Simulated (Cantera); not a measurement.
A freely propagating, adiabatic, planar premixed flame of CO : H2 : CH4 : O2 : N2 = 1 : 0.26 : 0.31 : 0.893 : 3.36 (molar parts), equivalence ratio 1.4, unburnt at 475 K and 2930 Torr; mixture-averaged transport, grid criteria slope 0.08 and curve 0.16, no radiation.

Detailed kinetics in Cantera: GRI-Mech 3.0 (53 species, 325 reactions). Burning velocities carry a grid error of a few per cent, more on coarse grids.

How do the results move with these cheaper or finer settings: unity-Lewis-number transport; multicomponent transport; multicomponent+Soret transport; grid criteria slope 0.5, curve 1; grid criteria slope 0.25, curve 0.5; grid criteria slope 0.03, curve 0.06?


```csv
setting,laminar burning velocity,thermal thickness,peak x(HCN),peak x(C2H4),grid points
as above,108 cm/s,0.0849 mm,2.48e-6,0.000106,141
unity-Lewis-number transport,75.6 cm/s,0.0977 mm,2.82e-6,9.01e-5,142
multicomponent transport,108 cm/s,0.0857 mm,2.49e-6,0.000107,141
multicomponent+Soret transport,106 cm/s,0.0857 mm,2.35e-6,0.000101,141
"grid criteria slope 0.5, curve 1",117 cm/s,0.0928 mm,2.42e-6,0.000103,43
"grid criteria slope 0.25, curve 0.5",113 cm/s,0.0880 mm,2.44e-6,0.000104,62
"grid criteria slope 0.03, curve 0.06",107 cm/s,0.0839 mm,2.50e-6,0.000106,349
```
The base run took roughly 6 core-seconds.
Unity Lewis numbers drop preferential diffusion, which matters most where H2 and H carry the flame; Soret adds thermal diffusion.
